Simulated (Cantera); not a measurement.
What does this Cantera script print?

```python
import numpy as np
import cantera as ct

gas_names = """
    CL CL2 H HCL H2 N NH NH2 NH3 N2 N2H2 N2H4 Si SiCL SiCL2 SiCL3 SiCL4 SiH SiHCL3 SiH2 SiH2CL2 SiH3
    SiH3CL SiH4 SiN Si2 Si2N Si3
""".split()
cond_names = """
    NH4CL(a) NH4CL(b) Si(cr) Si(L) Si3N4(a)
""".split()


# ... load() reads the species with a 1 bar reference pressure and builds the phases ...
atoms = {
    'SiCl4': {'Si': 1, 'CL': 4},
    'N2': {'N': 2},
    'H2': {'H': 2},
}
top_T = {'Si3N4(a)': 2400}  # K; cautious upper limits of use, not melting points


# ... equilibrate(T, P, feed) seeds the gas with the atoms and calls Mixture.equilibrate('TP', solver="vcs", rtol=1e-11, max_steps=5000) ...
results = []
feed = {'SiCl4': 1, 'N2': 0.6, 'H2': 12}  # mol
P = 1000  # Pa
for T in [750, 850, 950, 1050, 1150, 1250, 1350, 1450, 1550, 1650, 1750, 1850, 1950, 2050]:
    mix = equilibrate(T, P, feed)
    results.append((T, P, feed, dict(zip(mix.species_names, mix.species_moles))))
    x = sorted(zip(gas.X, gas.species_names), reverse=True)
    print(f"T = {T:g} K  P = {P:g} Pa  gas = {mix.phase_moles(0):.4g} mol")
    print("   x: " + "  ".join(f"{s} {v:.3e}" for v, s in x if v > 1e-05))
    print("   condensed (mol): " + ("  ".join(f"{mix.phase(i).name} {mix.phase_moles(i):.4g}"
          for i in range(1, mix.n_phases) if mix.phase_moles(i) > 1e-12) or "none"))
```

It prints:

```
T = 750 K  P = 1000 Pa  gas = 13.84 mol
   x: H2 7.628e-01  HCL 2.083e-01  SiCL4 2.014e-02  N2 8.631e-03  SiHCL3 3.338e-05
   condensed (mol): Si3N4(a) 0.2403
T = 850 K  P = 1000 Pa  gas = 13.86 mol
   x: H2 7.550e-01  HCL 2.219e-01  SiCL4 1.661e-02  N2 6.328e-03  SiHCL3 9.379e-05
   condensed (mol): Si3N4(a) 0.2562
T = 950 K  P = 1000 Pa  gas = 13.87 mol
   x: H2 7.498e-01  HCL 2.309e-01  SiCL4 1.420e-02  N2 4.818e-03  SiHCL3 2.115e-04  SiCL3 2.158e-05
   condensed (mol): Si3N4(a) 0.2666
T = 1050 K  P = 1000 Pa  gas = 13.87 mol
   x: H2 7.462e-01  HCL 2.370e-01  SiCL4 1.238e-02  N2 3.843e-03  SiHCL3 4.047e-04  SiCL3 1.503e-04  SiCL2 3.304e-05
   condensed (mol): Si3N4(a) 0.2733
T = 1150 K  P = 1000 Pa  gas = 13.89 mol
   x: H2 7.432e-01  HCL 2.411e-01  SiCL4 1.045e-02  N2 3.419e-03  SiCL3 7.033e-04  SiHCL3 6.540e-04  SiCL2 5.178e-04
   condensed (mol): Si3N4(a) 0.2763
T = 1250 K  P = 1000 Pa  gas = 13.94 mol
   x: H2 7.392e-01  HCL 2.426e-01  SiCL4 6.994e-03  N2 4.411e-03  SiCL2 4.040e-03  SiCL3 1.987e-03  SiHCL3 7.581e-04  SiH2CL2 1.118e-05
   condensed (mol): Si3N4(a) 0.2693
T = 1350 K  P = 1000 Pa  gas = 14.06 mol
   x: H2 7.366e-01  HCL 2.330e-01  SiCL2 1.474e-02  N2 9.328e-03  SiCL3 2.927e-03  SiCL4 2.899e-03  SiHCL3 5.248e-04  H 2.045e-05  SiH2CL2 1.386e-05
   condensed (mol): Si3N4(a) 0.2344
T = 1450 K  P = 1000 Pa  gas = 14.25 mol
   x: H2 7.408e-01  HCL 2.023e-01  SiCL2 3.314e-02  N2 1.994e-02  SiCL3 2.707e-03  SiCL4 8.079e-04  SiHCL3 2.551e-04  H 8.140e-05  CL 1.810e-05  SiH2CL2 1.247e-05
   condensed (mol): Si3N4(a) 0.1579
T = 1550 K  P = 1000 Pa  gas = 14.48 mol
   x: H2 7.497e-01  HCL 1.577e-01  SiCL2 5.594e-02  N2 3.413e-02  SiCL3 1.860e-03  H 2.727e-04  SiCL4 1.723e-04  SiHCL3 1.007e-04  CL 4.580e-05  SiCL 1.479e-05
   condensed (mol): Si3N4(a) 0.05294
T = 1650 K  P = 1000 Pa  gas = 14.6 mol
   x: H2 7.537e-01  HCL 1.358e-01  SiCL2 6.722e-02  N2 4.110e-02  SiCL3 1.093e-03  H 7.887e-04  CL 1.114e-04  SiCL 7.391e-05  SiCL4 3.901e-05  SiHCL3 3.635e-05  Si 2.069e-05
   condensed (mol): none
T = 1750 K  P = 1000 Pa  gas = 14.62 mol
   x: H2 7.518e-01  HCL 1.364e-01  SiCL2 6.734e-02  N2 4.105e-02  H 2.017e-03  SiCL3 6.705e-04  CL 2.822e-04  SiCL 2.272e-04  Si 1.230e-04  SiHCL3 1.446e-05  SiH 1.410e-05  SiH2 1.283e-05  SiCL4 1.186e-05
   condensed (mol): none
T = 1850 K  P = 1000 Pa  gas = 14.65 mol
   x: H2 7.481e-01  HCL 1.374e-01  SiCL2 6.652e-02  N2 4.095e-02  H 4.659e-03  CL 6.505e-04  SiCL 6.063e-04  Si 5.883e-04  SiCL3 4.309e-04  SiH 5.045e-05  SiH2 2.877e-05
   condensed (mol): none
T = 1950 K  P = 1000 Pa  gas = 14.73 mol
   x: H2 7.396e-01  HCL 1.406e-01  SiCL2 6.370e-02  N2 4.073e-02  H 9.858e-03  Si 2.233e-03  CL 1.405e-03  SiCL 1.389e-03  SiCL3 2.867e-04  SiH 1.469e-04  SiH2 5.500e-05  Si2 1.918e-05  Si2N 1.712e-05  SiN 1.326e-05
   condensed (mol): none
T = 2050 K  P = 1000 Pa  gas = 14.88 mol
   x: H2 7.223e-01  HCL 1.481e-01  SiCL2 5.725e-02  N2 4.028e-02  H 1.928e-02  Si 6.442e-03  CL 2.926e-03  SiCL 2.638e-03  SiH 3.313e-04  SiCL3 1.931e-04  SiH2 8.437e-05  Si2 6.259e-05  Si2N 3.133e-05  SiN 2.996e-05  Si3 1.092e-05
   condensed (mol): none
```

Cantera equilibrium calculation (NASA polynomials, part measured and part estimated; ideal gas, pure solids and liquids). N2 is the only nitrogen source here; it is nearly inert below about 1500 K, so the nitride shown seldom forms there in practice. The tables' values for SiCl3, SiCl, SiN are old estimates; treat these amounts as uncertain. Gases not in the tables: Si2H6 and higher silanes.
